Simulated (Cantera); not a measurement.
What does this Cantera script print?

```python
import numpy as np
import cantera as ct

gas = ct.Solution("h2o2.yaml")
gas.TPX = 975, 1300, {'H2': 0.44, 'O2': 1, 'N2': 0.21}
reactor = ct.IdealGasConstPressureReactor(gas, energy="off", clone=False)
net = ct.ReactorNet([reactor])
net.rtol, net.atol = 1e-08, 1e-18
show = ['H2', 'O2', 'H2O', 'OH', 'H']
times = np.geomspace(0.0007, 100, 12)

steps = ct.SolutionArray(gas, extra=["t"])
rows = []
print(f"{'t/s':>10s}{'T/K':>9s}{'P/Pa':>11s}" + "".join(f"{s:>11s}" for s in show))
for t in times:
    while net.time < t:
        t_next = net.step()
        steps.append(gas.state, t=t_next)
    rows.append([np.interp(t, steps.t, y) for y in (steps.T, steps.P, *steps(*show).X.T)])
    print(f"{t:10.3e}{rows[-1][0]:9.1f}{rows[-1][1]:11.4g}" + "".join(f"{x:11.3e}" for x in rows[-1][2:]))
rate = np.gradient(steps.T, steps.t)
print("integrator steps:", len(steps.t))
if steps.T.max() > steps.T[0] + 200:
    print(f"time of steepest temperature rise: {steps.t[rate.argmax()]:.4e} s")
gas.TPX = 975, 1300, {'H2': 0.44, 'O2': 1, 'N2': 0.21}
gas.equilibrate("TP")
print(f"equilibrium (TP): T = {gas.T:.1f} K  " + "  ".join(f"{s} {gas[s].X[0]:.3e}" for s in show))
```

Result:

```
       t/s      T/K       P/Pa         H2         O2        H2O         OH          H
 7.000e-04    975.0       1300  2.667e-01  6.061e-01  2.591e-09  2.634e-10  2.350e-09
 2.059e-03    975.0       1300  2.667e-01  6.061e-01  1.216e-06  1.033e-07  9.095e-07
 6.058e-03    975.0       1300  3.401e-02  5.109e-01  1.835e-01  5.642e-03  1.054e-01
 1.782e-02    975.0       1300  3.589e-03  5.404e-01  2.972e-01  1.975e-03  5.931e-03
 5.243e-02    975.0       1300  2.534e-04  5.451e-01  3.071e-01  3.620e-04  5.941e-05
 1.543e-01    975.0       1300  2.366e-05  5.454e-01  3.076e-01  1.117e-04  1.733e-06
 4.538e-01    975.0       1300  2.587e-06  5.454e-01  3.077e-01  4.440e-05  1.031e-07
 1.335e+00    975.0       1300  3.865e-07  5.454e-01  3.077e-01  2.053e-05  1.001e-08
 3.928e+00    975.0       1300  8.492e-08  5.455e-01  3.077e-01  1.051e-05  1.340e-09
 1.155e+01    975.0       1300  2.299e-08  5.455e-01  3.077e-01  5.686e-06  2.127e-10
 3.399e+01    975.0       1300  6.858e-09  5.455e-01  3.077e-01  3.168e-06  3.686e-11
 1.000e+02    975.0       1300  2.159e-09  5.455e-01  3.077e-01  1.797e-06  6.738e-12
integrator steps: 2092
equilibrium (TP): T = 975.0 K  H2 1.497e-10  O2 5.455e-01  H2O 3.077e-01  OH 4.608e-07  H 1.236e-13
```

Computed with Cantera and the H2/O2 subset of GRI-Mech 3.0, which has no nitrogen chemistry. Radical loss at walls, strong at low pressure, is not modelled. The temperature is held fixed by assumption; the heat of reaction is taken as removed at once.
